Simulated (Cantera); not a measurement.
Cantera run:

```python
import numpy as np
import cantera as ct

gas_names = """
    H HO2 H2 H2O H2O2 O OH O2 O3 Pb PbO Pb2
""".split()
cond_names = """
    H2O(s) H2O(L) Pb(cr) Pb(L) PbO(rd) PbO(yw) PbO(L) PbO2(s) Pb3O4(s)
""".split()


# ... load() reads the species with a 1 bar reference pressure and builds the phases ...
atoms = {
    'PbO': {'Pb': 1, 'O': 1},
    'H2': {'H': 2},
}
top_T = {'Pb3O4(s)': 820}  # K; cautious upper limits of use, not melting points


# ... equilibrate(T, P, feed) seeds the gas with the atoms and calls Mixture.equilibrate('TP', solver="vcs", rtol=1e-11, max_steps=5000) ...
results = []
feed = {'PbO': 1, 'H2': 0.036}  # mol
P = 10000  # Pa
for T in [1000, 1050, 1100, 1150, 1200, 1250, 1300, 1350, 1400, 1450]:
    mix = equilibrate(T, P, feed)
    results.append((T, P, feed, dict(zip(mix.species_names, mix.species_moles))))

top = {s: max(r[3][s] / sum(r[3][g] for g in gas_names) for r in results) for s in gas_names}
cols = sorted((s for s in top if top[s] > 0.001), key=lambda s: -top[s])[:6]
seen = [c for c in cond_names if any(r[3].get(c, 0) > 1e-12 for r in results)]
print("log10 of partial pressures in bar; condensed amounts in mol")
print(f"{'T/K':>10s}" + "".join(f"{s[:9]:>10s}" for s in cols + seen))
for T, P, feed, n in results:
    ng = sum(n[g] for g in gas_names)
    print(f"{T:10.4g}" + "".join(f"{np.log10(max(n[s] / ng * P / 1e5, 1e-99)):10.3f}" for s in cols)
          + "".join(f"{n.get(c, 0):10.4g}" for c in seen))
```

Output:

```
log10 of partial pressures in bar; condensed amounts in mol
       T/K       H2O        Pb       PbO     Pb(L)   PbO(yw)    PbO(L)
      1000    -1.000    -4.791    -6.516   0.03599     0.964         0
      1050    -1.000    -4.332    -5.830   0.03598     0.964         0
      1100    -1.001    -3.917    -5.208   0.03595     0.964         0
      1150    -1.001    -3.538    -4.643   0.03589     0.964         0
      1200    -1.003    -3.192    -4.166   0.03576         0     0.964
      1250    -1.007    -2.874    -3.738    0.0355         0    0.9639
      1300    -1.014    -2.581    -3.346   0.03501         0    0.9638
      1350    -1.027    -2.310    -2.984   0.03411         0    0.9636
      1400    -1.051    -2.060    -2.650   0.03245         0    0.9631
      1450    -1.094    -1.827    -2.341   0.02931         0     0.962
```

Cantera equilibrium calculation (NASA polynomials, part measured and part estimated; ideal gas, pure solids and liquids). Each liquid is taken as pure. Mutual solubility and eutectic melting of coexisting phases are not modelled. Gases not in the tables: (PbO)n polymers.
